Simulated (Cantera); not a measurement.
An adiabatic, constant-pressure homogeneous reactor starts with CO : H2 : CH4 : O2 : N2 = 1 : 0.39 : 0.21 : 0.796 : 2.99 (molar parts), at 1600 K and 5.00 bar.

Cantera simulation using GRI-Mech 3.0 (53 species, 325 reactions); the numbers are that mechanism's predictions, not measurements.

x: mole fraction; the columns are a selection and need not sum to one.

```csv
t (s),T (K),x CO,x H2,x CH4,x HCO,x NO
5.00e-6,1605,0.186,0.0716,0.0378,4.15e-7,1.16e-10
1.29e-5,[?],[?],[?],<1e-12,[?],[?]
3.35e-5,2919,0.136,0.0226,<1e-12,5.71e-7,0.000785
8.65e-5,2969,0.133,0.0219,<1e-12,5.02e-7,0.00270
0.000224,2961,0.134,0.0222,<1e-12,5.00e-7,0.00582
0.000579,2956,0.134,0.0224,<1e-12,4.99e-7,0.00779
0.00150,2956,0.134,0.0224,<1e-12,4.99e-7,0.00796
0.00387,2956,0.134,0.0224,<1e-12,4.99e-7,0.00796
0.0100,2956,0.134,0.0224,<1e-12,4.99e-7,0.00796
0.0259,2956,0.134,0.0224,<1e-12,4.99e-7,0.00796
0.0670,2956,0.134,0.0224,<1e-12,4.99e-7,0.00796
0.173,2956,0.134,0.0224,<1e-12,4.99e-7,0.00796
0.448,2956,0.134,0.0224,<1e-12,4.99e-7,0.00796
1.16,2956,0.134,0.0224,<1e-12,4.99e-7,0.00796
3.00,2956,0.134,0.0224,<1e-12,4.99e-7,0.00796
```

Task: Some entries are withheld; supply them.

Result: 
- 1.29e-5, T (K): 2458
- 1.29e-5, x CO: 0.151
- 1.29e-5, x H2: 0.0279
- 1.29e-5, x HCO: 1.78e-6
- 1.29e-5, x NO: 4.81e-5
